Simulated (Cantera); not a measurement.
Charge: 1 mol Nb₂O₅, 21 mol H₂, 1.9 mol H₂O, at 740 Pa.

Equilibrium computed with Cantera from the NASA thermochemical tables; the gas is ideal and each condensed phase is pure. Candidate condensed phases: H₂O, Nb, NbO, NbO₂, Nb₂O₅; 12 gas species. Mutual solubility and eutectic melting of coexisting phases are not modelled. Condensed phases not in the tables: the oxides between NbO₂ and Nb₂O₅. Equilibrium is a limit: real reactors are often held back by kinetics, nucleation or transport.

x: gas mole fraction; n: condensed amount in mol.

```json
[
 {"T (K)": "925", "x H₂": "0.917", "x H₂O": "0.0830", "x H": "2.90e-9", "x NbO₂": "<1e-12", "x OH": "<1e-12", "x O": "<1e-12", "n Nb₂O₅(s)": "1.00", "n NbO₂(s)": "0"},
 {"T (K)": "1025", "x H₂": "0.917", "x H₂O": "0.0830", "x H": "4.85e-8", "x NbO₂": "<1e-12", "x OH": "1.17e-11", "x O": "<1e-12", "n Nb₂O₅(s)": "1.00", "n NbO₂(s)": "0"},
 {"T (K)": "1125", "x H₂": "0.917", "x H₂O": "0.0830", "x H": "4.95e-7", "x NbO₂": "<1e-12", "x OH": "2.33e-10", "x O": "<1e-12", "n Nb₂O₅(s)": "1.00", "n NbO₂(s)": "0"},
 {"T (K)": "1225", "x H₂": "0.917", "x H₂O": "0.0830", "x H": "3.47e-6", "x NbO₂": "<1e-12", "x OH": "2.86e-9", "x O": "<1e-12", "n Nb₂O₅(s)": "1.00", "n NbO₂(s)": "0"},
 {"T (K)": "1325", "x H₂": "0.917", "x H₂O": "0.0830", "x H": "1.82e-5", "x NbO₂": "1.46e-11", "x OH": "2.40e-8", "x O": "<1e-12", "n Nb₂O₅(s)": "1.00", "n NbO₂(s)": "0"},
 {"T (K)": "1425", "x H₂": "0.917", "x H₂O": "0.0830", "x H": "7.59e-5", "x NbO₂": "6.77e-10", "x OH": "1.50e-7", "x O": "1.12e-11", "n Nb₂O₅(s)": "1.00", "n NbO₂(s)": "0"},
 {"T (K)": "1525", "x H₂": "0.906", "x H₂O": "0.0942", "x H": "0.000262", "x NbO₂": "1.74e-8", "x OH": "8.45e-7", "x O": "2.09e-10", "n Nb₂O₅(s)": "0.742", "n NbO₂(s)": "0.516"},
 {"T (K)": "1625", "x H₂": "0.873", "x H₂O": "0.127", "x H": "(withheld)", "x NbO₂": "(withheld)", "x OH": "(withheld)", "x O": "(withheld)", "n Nb₂O₅(s)": "0", "n NbO₂(s)": "2.00"},
 {"T (K)": "1725", "x H₂": "0.871", "x H₂O": "0.126", "x H": "0.00202", "x NbO₂": "2.86e-6", "x OH": "1.61e-5", "x O": "2.96e-8", "n Nb₂O₅(s)": "0", "n NbO₂(s)": "2.00"},
 {"T (K)": "1825", "x H₂": "0.869", "x H₂O": "0.126", "x H": "0.00477", "x NbO₂": "2.38e-5", "x OH": "4.85e-5", "x O": "2.05e-7", "n Nb₂O₅(s)": "0", "n NbO₂(s)": "2.00"},
 {"T (K)": "1925", "x H₂": "0.864", "x H₂O": "0.126", "x H": "0.0103", "x NbO₂": "0.000157", "x OH": "0.000130", "x O": "1.16e-6", "n Nb₂O₅(s)": "0", "n NbO₂(s)": "2.00"},
 {"T (K)": "2025", "x H₂": "0.853", "x H₂O": "0.125", "x H": "(withheld)", "x NbO₂": "(withheld)", "x OH": "(withheld)", "x O": "(withheld)", "n Nb₂O₅(s)": "0", "n NbO₂(s)": "1.98"},
 {"T (K)": "2125", "x H₂": "0.834", "x H₂O": "0.123", "x H": "0.0385", "x NbO₂": "0.00395", "x OH": "0.000705", "x O": "2.31e-5", "n Nb₂O₅(s)": "0", "n NbO₂(s)": "1.91"}
]
```

Question: Fill in the missing entries.

Answer: 
- 2025, x H: 0.0207
- 2025, x NbO₂: 0.000857
- 2025, x OH: 0.000316
- 2025, x O: 5.56e-6
- 1625, x H: 0.000766
- 1625, x NbO₂: 2.62e-7
- 1625, x OH: 4.68e-6
- 1625, x O: 3.38e-9
